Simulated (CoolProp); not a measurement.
cis-2-butene along the isotherm 193.55 °C: Z from the reference equation and from simpler models built on Tc = 162.6 °C, pc = 4236 kPa, ω = 0.202; each cubic takes its own stable root.

Computed with CoolProp (reference Helmholtz-energy equation of state, Lemmon 2005). It is a short technical equation, of lower accuracy than the large ones.

```csv
p (kPa),phase,reference,van der Waals,Redlich-Kwong,Soave-Redlich-Kwong,Peng-Robinson
2350,gas,0.8281,0.8408,0.8285,0.8346,0.8164
4710,supercritical,0.5961,0.5874,0.5921,0.6160,0.5861
7060,supercritical,0.3508,0.4085,0.3843,0.4126,0.3829
9410,supercritical,0.3726,0.4773,0.4168,0.4324,0.3953
11800,supercritical,0.4283,0.5585,0.4732,0.4854,0.4413
14100,supercritical,0.4861,0.6380,0.5310,0.5418,0.4912
16500,supercritical,0.5472,0.7207,0.5919,0.6019,0.5447
18800,supercritical,0.6056,0.7993,0.6500,0.6595,0.5962
21200,supercritical,0.6661,0.8804,0.7101,0.7192,0.6497
```
